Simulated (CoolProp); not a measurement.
Vapour-liquid equilibrium of R22 (1) + R152A (2) at 9.35 °C; x and y are mole fractions of (1).

Computed with CoolProp (multi-fluid Helmholtz-energy mixture model, Kamei 1995 and Outcalt 1996; pair parameters Bell 2016).

| x | bubble pressure, mixture model (bar) | bubble pressure, Raoult's law (bar) | y, mixture model | y, Raoult's law |
|---|---|---|---|---|
| 0.05 | 3.759 | 3.799 | 0.075 | 0.088 |
| 0.2 | 4.110 | 4.254 | [?] | 0.314 |
| 0.35 | [?] | 4.708 | 0.465 | 0.496 |
| 0.5 | 4.925 | 5.163 | 0.625 | 0.647 |
| 0.65 | 5.402 | 5.617 | [?] | 0.773 |
| 0.8 | [?] | 6.071 | 0.880 | 0.880 |
| 0.95 | [?] | 6.526 | [?] | 0.972 |

Complete the blanks.


- 0.2, y, mixture model: 0.282
- 0.35, bubble pressure, mixture model (bar): 4.495
- 0.65, y, mixture model: 0.764
- 0.8, bubble pressure, mixture model (bar): 5.925
- 0.95, bubble pressure, mixture model (bar): 6.485
- 0.95, y, mixture model: 0.973

The largest gap from Raoult's law is -4.6 % in bubble pressure, at x = 0.5. No azeotrope shows between x = 0.05 and 0.95.

Pair parameters are fitted to limited data, so mixtures are less certain than the pure fluids.
